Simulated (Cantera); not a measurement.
# Silicon carbide growth: (CH3)2SiCl2 + CH4 + H2

A closed system holds: 1 mol (CH3)2SiCl2, 2 mol CH4, a varied amount of H2, at 1700 °C and 1330 Pa.

These are equilibrium values from Cantera (NASA tables, ideal gas, pure condensed phases), not measurements of a reactor. Candidate condensed phases: C, C6H6, C7H8, C8H18, Si, SiC; 109 gas species. The feed counts by its element totals alone. The tables' values for SiCl, SiCl3 are old estimates; treat these amounts as uncertain. Equilibrium is a limit: real reactors are often held back by kinetics, nucleation or transport.

From 2.4 mol H2 to 220 mol H2 the condensed part is C(graphite) + SiC(s). The main Si-bearing gas is SiCl2 at 2.4 mol H2 and Si at 220 mol H2. The share of Si in condensed phases is highest at 48 mol H2 (98.2 %) and lowest at 2.4 mol H2 (94.6 %).

| n(H2) (mol) | x H2 | x HCl | x H | x SiCl2 | x Cl | n C(graphite) | n SiC(s) |
|---|---|---|---|---|---|---|---|
| 2.4 | 0.803 | 0.179 | 0.0105 | 0.00491 | 0.00175 | 3.04 | 0.946 |
| 4 | 0.827 | 0.157 | 0.0106 | 0.00364 | 0.00151 | 3.03 | 0.953 |
| 6.6 | 0.855 | 0.130 | 0.0108 | 0.00242 | 0.00123 | 3.02 | 0.961 |
| 11 | 0.885 | 0.101 | 0.0110 | 0.00141 | 0.000936 | 3.01 | 0.969 |
| 18 | 0.912 | 0.0743 | 0.0112 | 0.000740 | 0.000679 | 2.99 | 0.976 |
| 29 | 0.935 | 0.0525 | 0.0113 | 0.000361 | 0.000474 | 2.97 | 0.980 |
| 48 | 0.952 | 0.0349 | 0.0114 | 0.000156 | 0.000312 | 2.95 | 0.982 |
| 80 | 0.965 | 0.0223 | 0.0115 | 6.29e-5 | 0.000198 | 2.91 | 0.981 |
| 130 | 0.973 | 0.0142 | 0.0115 | 2.55e-5 | 0.000126 | 2.85 | 0.976 |
| 220 | 0.979 | 0.00862 | 0.0116 | 9.30e-6 | 7.61e-5 | 2.74 | 0.964 |
x: gas mole fraction; n: condensed amount in mol.
